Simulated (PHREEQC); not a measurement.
Solution (25 °C): 0.14 mol/kgw CdSO4 and 0.21 mol/kgw H2SO4. Closed to the air; pH follows from the charge balance.

All values are PHREEQC results (ion-association model, phreeqc.dat), not measurements.

No solid was allowed to form.

Question: Order these Cd species by the share of Cd that they hold, largest first: CdSO4, Cd(SO4)2-2, Cd+2.

Answer: Cd+2 (49 %), CdSO4 (36 %), Cd(SO4)2-2 (15 %)

The pH is 0.79 and the ionic strength 0.484 mol/kgw. Complexes and solids missing from the database can't appear.
